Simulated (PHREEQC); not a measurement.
Make-up at 25 °C: 2 mmol/kgw Cu(NO3)2. Closed to the air; pH follows from the charge balance.

Computed with PHREEQC (ion-association model, wateq4f.dat).

```json
[
 {"quantity": "pH", "before": "5.13", "after": "7.77"},
 {"quantity": "ionic strength (mol/kgw)", "before": "0.00600", "after": "0.00414"},
 {"quantity": "Cu2(OH)2+2 (mol/kgw)", "before": "2.35e-6", "after": "0.000112"},
 {"quantity": "CuOH+ (mol/kgw)", "before": "2.14e-6", "after": "1.49e-5"},
 {"quantity": "Cu(OH)2 (mol/kgw)", "before": "5.56e-7", "after": "0.00173"},
 {"quantity": "SI of Tenorite (CuO)", "before": "-0.19", "after": "+3.30"},
 {"quantity": "SI of Cu(OH)2 (Cu(OH)2)", "before": "-1.21", "after": "+2.28"}
]
```

Problem. Name the change that produced these shifts.
A. temperature from 25 to 70 °C
B. 0.0037 mol/kgw LiOH added
C. Cu(NO3)2 from 0.002 to 0.003 mol/kgw
D. Cu(NO3)2 from 0.002 to 0.01 mol/kgw
E. Cu(NO3)2 from 0.002 to 0.0018 mol/kgw

Solution. B, 0.0037 mol/kgw LiOH added

This is a speciation only: nothing precipitates in the calculation. Some of these states are supersaturated (in Cu(OH)2, Cu2(OH)3NO3, for instance). The database's constant for dissolved Cu(OH)2 is higher than later reviews accept.
